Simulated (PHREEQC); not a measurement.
Dissolve 0.12 mol/kgw KHCO3 and 0.067 mol/kgw NaOH at 25 °C. Closed to the air; pH follows from the charge balance.

Model: ion-association model, wateq4f.dat, run in PHREEQC.

No solid was allowed to form.

### Question
Estimate the pH.

### Answer
pH 9.93.

### Question
In which forms is C present?

### Answer
HCO3- 44 %, CO3-2 43 %, NaCO3- 12 %, NaHCO3 0.7 % of the C.
